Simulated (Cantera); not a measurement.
**Reactions in the system B-Cl-F-H**

Source: NASA polynomial tables (part measured, part estimated), evaluated in Cantera. Values are per mole of reaction as written; species without (g) are pure solids or liquids, kept so even where they would boil at 1 bar.

2 BCl3(g) + 6 HF(g) → 3 F2(g) + 2 B + 6 HCl(g)

```json
[
 {"T (K)": "300", "ΔH° (kJ)": "1887.3", "ΔS° (J/K)": "118.3", "ΔG° (kJ)": "1851.8", "log10 K": "-322.42", "condensed phases": "B(s)"},
 {"T (K)": "1600", "ΔH° (kJ)": "1896.9", "ΔS° (J/K)": "123.8", "ΔG° (kJ)": "1698.8", "log10 K": "-55.46", "condensed phases": "B(s)"},
 {"T (K)": "1700", "ΔH° (kJ)": "1898.8", "ΔS° (J/K)": "125.0", "ΔG° (kJ)": "1686.4", "log10 K": "-51.81", "condensed phases": "B(s)"},
 {"T (K)": "1800", "ΔH° (kJ)": "1900.8", "ΔS° (J/K)": "126.1", "ΔG° (kJ)": "1673.8", "log10 K": "-48.57", "condensed phases": "B(s)"},
 {"T (K)": "1900", "ΔH° (kJ)": "1902.8", "ΔS° (J/K)": "127.2", "ΔG° (kJ)": "1661.2", "log10 K": "-45.67", "condensed phases": "B(s)"},
 {"T (K)": "2000", "ΔH° (kJ)": "1904.9", "ΔS° (J/K)": "128.2", "ΔG° (kJ)": "1648.4", "log10 K": "-43.05", "condensed phases": "B(s)"},
 {"T (K)": "2100", "ΔH° (kJ)": "1906.9", "ΔS° (J/K)": "129.3", "ΔG° (kJ)": "1635.5", "log10 K": "-40.68", "condensed phases": "B(s)"},
 {"T (K)": "2200", "ΔH° (kJ)": "1909.0", "ΔS° (J/K)": "130.2", "ΔG° (kJ)": "1622.5", "log10 K": "-38.52", "condensed phases": "B(s)"},
 {"T (K)": "2300", "ΔH° (kJ)": "1911.2", "ΔS° (J/K)": "131.2", "ΔG° (kJ)": "1609.5", "log10 K": "-36.55", "condensed phases": "B(s)"},
 {"T (K)": "2400", "ΔH° (kJ)": "2013.8", "ΔS° (J/K)": "174.8", "ΔG° (kJ)": "1594.2", "log10 K": "-34.70", "condensed phases": "B(l)"},
 {"T (K)": "2500", "ΔH° (kJ)": "2016.0", "ΔS° (J/K)": "175.8", "ΔG° (kJ)": "1576.6", "log10 K": "-32.94", "condensed phases": "B(l)"}
]
```
